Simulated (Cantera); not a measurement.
Feed: 1 mol AlCl3, 1.9 mol H2O, 2.5 mol H2, held at 0.133 bar.

These are equilibrium values from Cantera (NASA tables, ideal gas, pure condensed phases), not measurements of a reactor. Candidate condensed phases: Al, AlCl3, Al2O3, H2O; 29 gas species. Kinetics and transport are ignored.

Over these rows the condensed part is Al2O3(s). Partial pressures as log10 of bar:

```tsv
T (K)	1000/T (1/K)	log p AlCl3	log p HCl	log p H2	log p H2O
1098	0.9107	-8.08	-1.17	-1.25	-2.04
1198	0.8347	-7.45	-1.17	-1.25	-2.04
1298	0.7704	?	-1.17	-1.25	-2.04
1398	0.7153	-6.48	-1.17	-1.25	-2.04
1498	0.6676	-6.09	-1.17	-1.25	-2.04
1598	0.6258	-5.76	-1.17	-1.25	-2.04
```

Task: Fit log p(AlCl3) = a + b·(1000/T) to the five rows, give the apparent enthalpy, and predict the row at 1298 K.

Result: Means: 1000/T = 0.7508, log p = -6.772. Sxy = -0.459642, Sxx = 0.0564147, so b = -8.15 and a = -6.772 − (-8.15)×0.7508 = -0.65.
Apparent enthalpy: −19.145 × (-8.15) = 156 kJ/mol. With the condensed phases at unit activity, 1/2 Al2O3(s) + 3 HCl(g) = AlCl3(g) + 3/2 H2O(g) links this pressure to the main gases: over the six rows their terms move log p by +0.00 in all, so the slope is close to that reaction's ΔH°. The five rows lie within 0.01 of the line.
Prediction at 1298 K: -0.65 + (-8.15)×0.7704 = -6.93. The computed value is -6.92, 0.01 from the line.
